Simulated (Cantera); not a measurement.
Stirred combustor or abatement burner

A perfectly stirred reactor is fed with 2.82 % C3H8, 20.5 % O2, 76.7 % N2, equivalence ratio 0.69, at 12800 Torr; it is adiabatic with a 725 K inlet, and is followed from long to short residence time, starting on the burning branch (τ in s: 0.2, 0.1, 0.051, 0.026, 0.013, 0.0067, 0.0034, 0.0017, 0.00088, 0.00045, 0.00023, 0.00012, 5.9e-05).

Model: GRI-Mech 3.0 (53 species, 325 reactions), integrated in Cantera. GRI-Mech 3.0 was tuned for natural gas; its chemistry of propane as a main component is partial and can be far from experiment. The pressure lies above the range GRI-Mech 3.0 was tuned for (to about 10 atm).

```tsv
τ (s)	T (K)	x C3H8	x O2	x HO2	x HCN	x NO	x CH4	x CH3
0.20	2189	1.32e-8	0.0592	4.67e-6	2.25e-8	0.00437	1.36e-8	3.12e-8
0.10	2191	2.61e-8	0.0597	4.74e-6	3.47e-8	0.00341	2.67e-8	6.18e-8
0.051	2193	5.06e-8	0.0602	4.83e-6	4.83e-8	0.00245	5.11e-8	1.20e-7
0.026	2194	9.78e-8	0.0606	4.93e-6	6.17e-8	0.00162	9.75e-8	2.31e-7
0.013	2195	1.93e-7	0.0610	5.07e-6	7.43e-8	0.000992	1.87e-7	4.51e-7
0.0067	2194	3.67e-7	0.0612	5.27e-6	8.50e-8	0.000603	3.42e-7	8.45e-7
0.0034	2193	7.02e-7	0.0614	5.64e-6	9.58e-8	0.000364	6.11e-7	1.57e-6
0.0017	2190	1.34e-6	0.0616	6.34e-6	1.09e-7	0.000227	1.04e-6	2.86e-6
0.00088	2184	2.42e-6	0.0619	7.55e-6	1.26e-7	0.000154	1.62e-6	4.86e-6
0.00045	2175	4.30e-6	0.0623	9.72e-6	1.48e-7	0.000110	2.41e-6	8.00e-6
0.00023	2162	7.50e-6	0.0629	1.34e-5	1.78e-7	8.22e-5	3.52e-6	1.28e-5
0.00012	2142	1.27e-5	0.0638	1.95e-5	2.13e-7	6.20e-5	5.21e-6	2.02e-5
5.9e-5	2110	2.29e-5	0.0656	3.08e-5	2.66e-7	4.39e-5	8.75e-6	3.37e-5
```
x: mole fraction; the columns are a selection and need not sum to one.
